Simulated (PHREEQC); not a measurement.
NaOH is added in steps, without added water, to 1 kg of water holding 120 mmol/kgw NH4HSO4, at 63 °C. O2 is buffered at 0.21 atm. The system is closed to CO2. Only these solids could form: Mirabilite.

Base run: PHREEQC, ion-association model, wateq4f.dat. Each further column changes one thing. The table gives NH4SO4- (mol/kgw).

```csv
NaOH added (mol),base,Debye-Hückel limiting law,metal-ligand complexes left out,all activity coefficients set to 1,database phreeqc.dat
0,0.0110,0.00681,0.0110,0.0167,0.0103
0.045,0.0158,?,0.0163,0.0275,0.0146
0.075,0.0193,0.00818,0.0204,0.0353,0.0176
0.12,0.0243,?,0.0263,0.0455,?
0.165,0.0156,0.00534,0.0174,0.0297,0.0138
0.195,0.00952,0.00321,0.0108,0.0184,0.00838
0.24,0.000515,0.000181,0.000625,0.000949,0.000500
```

**Question.** Fill in the missing entries.

**Answer.** 
- 0.045, Debye-Hückel limiting law: 0.00775
- 0.12, Debye-Hückel limiting law: 0.00853
- 0.12, database phreeqc.dat: 0.0217

At this temperature some constants are extrapolated from 25 °C, and those without enthalpy data are left unchanged. phreeqc.dat and wateq4f.dat share most of their constants, so their agreement is no independent check.
